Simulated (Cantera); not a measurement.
A closed system holds: 1 mol SiO2, 2.2 mol C, 0.62 mol CO, held at 1300 Pa.

Equilibrium computed with Cantera from the NASA thermochemical tables; the gas is ideal and each condensed phase is pure. Candidate condensed phases: C, Si, SiC, SiO2; 20 gas species. The numbers say what is thermodynamically allowed, not how fast it happens.

Over these rows the condensed part is SiC(s). Partial pressures as log10 of bar:

```tsv
T (K)	1000/T (1/K)	log p Si	log p CO	log p SiO
1823	0.5485	-6.19	-1.96	-2.70
1873	0.5339	-5.82	-1.96	-2.70
1923	0.5200	?	-1.96	-2.70
1973	0.5068	-5.15	-1.96	-2.70
2023	0.4943	-4.84	-1.96	-2.70
2073	0.4824	-4.54	-1.96	-2.71
```

Fit log p(Si) = a + b·(1000/T) to the five rows, give the apparent enthalpy, and predict the row at 1923 K.

Means: 1000/T = 0.5132, log p = -5.308. Sxy = -0.075244, Sxx = 0.0030214, so b = -24.90 and a = -5.308 − (-24.90)×0.5132 = 7.47.
Apparent enthalpy: −19.145 × (-24.90) = 477 kJ/mol. With the condensed phases at unit activity, 1/2 SiC(s) + 1/2 SiO(g) = Si(g) + 1/2 CO(g) links this pressure to the main gases: over the six rows their terms move log p by -0.00 in all, so the slope is close to that reaction's ΔH°. The five rows lie within 0.01 of the line.
Prediction at 1923 K: 7.47 + (-24.90)×0.5200 = -5.48. The computed value is -5.48, 0.00 from the line.
